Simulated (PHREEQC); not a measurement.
A PHREEQC speciation (ion-association model, phreeqc.dat) at 25 °C gives pH 5.46 and these molalities:

```tsv
species	mol/kgw
NO3-	0.313
Cd+2	0.143
CdNO3+	0.0273
```

Question: What are the element totals, and what could have been dissolved in 1 kg of water to give them?

Answer: Several could match; the one computed here: totals Cd 0.170, N(5) 0.340 mol/kgw, from 0.17 mol/kgw Cd(NO3)2.

Precipitation was switched off in this run.
